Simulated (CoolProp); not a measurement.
Vapour-liquid equilibrium of toluene (1) + n-octane (2) at 244.35 °C; x and y are mole fractions of (1).

Model: multi-fluid Helmholtz-energy mixture model, Lemmon 2006 and Beckmüller 2019; pair parameters Bell 2016, in CoolProp.

```tsv
x	bubble pressure (MPa)	y at the bubble point	dew pressure at overall composition x (MPa)	liquid density (mol/L)
0.05	1.206	0.063	1.200	4.153
0.15	1.260	0.183	1.245	4.319
0.25	1.310	0.294	1.290	4.500
0.35	1.356	0.398	1.335	4.699
0.45	1.398	0.497	1.378	4.919
0.55	1.435	0.590	1.419	5.161
0.65	1.467	0.682	1.457	5.429
0.75	1.495	0.771	1.489	5.726
0.85	1.517	0.861	1.514	6.055
0.95	1.533	0.953	1.532	6.421
```

No azeotrope shows between x = 0.05 and 0.95.

Pair parameters are fitted to limited data, so mixtures are less certain than the pure fluids.
